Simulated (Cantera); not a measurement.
Hydrocarbon pyrolysis for carbon deposition

A perfectly stirred reactor is fed with C₂H₆ : H₂ = 1 : 31 (molar parts), at 0.0132 atm; it is held at 1398 K, and followed from long to short residence time.

Cantera simulation using GRI-Mech 3.0 (53 species, 325 reactions); the numbers are that mechanism's predictions, not measurements. GRI-Mech 3.0 stops at C3 and has no aromatics, soot or wall deposition, so with more carbon than oxygen in the feed, carbon stays in small species such as C2H2 where larger ones or solid carbon would form. Radical loss at walls, strong at low pressure, is not modelled.

```
τ (s)     x C₂H₆   x H₂    x CH₂     x C₂H     x CH₃   x C₂H₄
------  --------  -----  -------  --------  --------  -------
2.3      8.56e-5  0.960  1.09e-8   3.83e-9   7.77e-5  0.00109
1.1     0.000154  0.960  1.59e-8   4.16e-9   9.87e-5  0.00166
0.55    0.000270  0.959  2.21e-8   4.32e-9  0.000122  0.00253
0.27    0.000484  0.958  3.04e-8   4.27e-9  0.000150  0.00384
0.13    0.000882  0.957  4.19e-8   3.92e-9  0.000187  0.00563
0.065    0.00155  0.957  5.74e-8   3.31e-9  0.000234  0.00752
0.032    0.00273  0.956  8.00e-8   2.48e-9  0.000300  0.00920
0.016    0.00471  0.957  1.09e-7   1.60e-9  0.000385   0.0102
0.0077   0.00833  0.958  1.38e-7  7.90e-10  0.000484   0.0101
```
x: mole fraction; the columns are a selection and need not sum to one.
